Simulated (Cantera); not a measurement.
Input: 1 mol MgF2, 0.22 mol H2, equilibrated at 39.0 Pa.

Method: chemical equilibrium by Gibbs-energy minimisation in Cantera with the NASA 1993 tables (ideal gas, pure condensed phases). Candidate condensed phases: Mg, MgF2; 17 gas species. The numbers say what is thermodynamically allowed, not how fast it happens. All values below are at 1248 K.

Base state: H2 0.996, HF 0.00227, Mg 0.00112, MgF2 0.000332, MgF 2.95e-5, H 2.36e-5 (mole fractions); condensed: MgF2(s).

Problem. What changes in the equilibrium state with this change: MgF2 replaced by CaF2?

Solution. 
```
species         before    after
------------  --------  -------
H2               0.996    1.000
H              2.36e-5  2.36e-5
HF             0.00227  2.35e-5
Mg             0.00112        0
Ca                   0  1.06e-5
MgF2          0.000332        0
MgF            2.95e-5        0
MgF2(s), mol     1.000        0
CaF2(s), mol         0    1.000
```
Further candidate phases: Ca, CaF2.
